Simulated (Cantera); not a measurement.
Feed: 1 mol N₂O, 0.012 mol SO₂, at 93.0 Pa.

Cantera equilibrium calculation (NASA polynomials, part measured and part estimated; ideal gas, pure solids and liquids). Candidate condensed phases: S; 17 gas species. Equilibrium is a limit: real reactors are often held back by kinetics, nucleation or transport.

x: gas mole fraction; nothing condenses.

```
T (°C)   x N₂   x O₂       x O      x NO    x SO₂  x SO
------  -----  -----  --------  --------  -------  ----
1002    0.661  0.330   2.11e-6  0.000385  0.00792     …
1102    0.661  0.330   1.20e-5  0.000721  0.00793     …
1202    0.661  0.330   5.41e-5   0.00124  0.00793     …
1302    0.660  0.330  0.000202   0.00199  0.00793     …
1402    0.660  0.329  0.000642   0.00301  0.00793     …
1502    0.659  0.327   0.00180   0.00435  0.00792     …
1602    0.657  0.325   0.00449   0.00603  0.00790     …
1702    0.654  0.320    0.0102   0.00803  0.00784     …
```

Question: Complete the blanks.

Answer: 
- 1002, x SO: 2.21e-9
- 1102, x SO: 1.76e-8
- 1202, x SO: 1.05e-7
- 1302, x SO: 5.04e-7
- 1402, x SO: 2.00e-6
- 1502, x SO: 6.77e-6
- 1602, x SO: 2.02e-5
- 1702, x SO: 5.37e-5
